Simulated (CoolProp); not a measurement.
Vapour-liquid equilibrium of R13 (1) + propylene (2) at 0.582 bar; x and y are mole fractions of (1).

Values from CoolProp's multi-fluid Helmholtz-energy mixture model, Platzer 1990 and Lemmon 2013; pair parameters Bell 2016. This equation is an older, rougher fit; its heat capacities, sound speeds and derivatives of the liquid may be far off and weren't checked against measurements.

| x | bubble temperature (K) | y at the bubble point | dew temperature at overall composition x (K) | liquid density (mol/L) |
|---|---|---|---|---|
| 0.05 | 206.5 | 0.359 | 213.1 | 14.99 |
| 0.15 | 197.5 | 0.651 | 211.2 | 15.13 |
| 0.25 | 192.8 | 0.763 | 209.0 | 15.16 |
| 0.35 | 189.9 | 0.820 | 206.7 | 15.14 |
| 0.45 | 188.0 | 0.855 | 204.1 | 15.10 |
| 0.55 | 186.6 | 0.881 | 201.1 | 15.05 |
| 0.65 | 185.5 | 0.903 | 197.6 | 15.00 |
| 0.75 | 184.4 | 0.925 | 193.4 | 14.96 |
| 0.85 | 183.5 | 0.950 | 188.3 | 14.93 |
| 0.95 | 182.5 | 0.981 | 183.5 | 14.91 |

No azeotrope shows between x = 0.05 and 0.95.

The pair parameters rest on a limited set of measurements; away from them the model extrapolates.
